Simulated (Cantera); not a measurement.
## Ignition delay

Mixture: 7.74 % C3H8, 19.3 % O2, 72.7 % N2, 0.178 % H2, equivalence ratio 2.0, at 1.01 bar, adiabatic and at constant pressure. Ignition delay is the time to a rise of 400 K.

Computed with Cantera and GRI-Mech 3.0 (53 species, 325 reactions). GRI-Mech 3.0 was tuned for natural gas; its chemistry of propane as a main component is partial and can be far from experiment.

```json
[
 {"T0 (K)": "1298", "delay (ms)": "1.07"},
 {"T0 (K)": "1398", "delay (ms)": "0.256"},
 {"T0 (K)": "1498", "delay (ms)": "0.0876"},
 {"T0 (K)": "1598", "delay (ms)": "0.0397"},
 {"T0 (K)": "1698", "delay (ms)": "0.0221"},
 {"T0 (K)": "1798", "delay (ms)": "0.0142"},
 {"T0 (K)": "1898", "delay (ms)": "0.00999"}
]
```

* **apparent activation energy between 1698 and 1898 K**: 110 kJ/mol
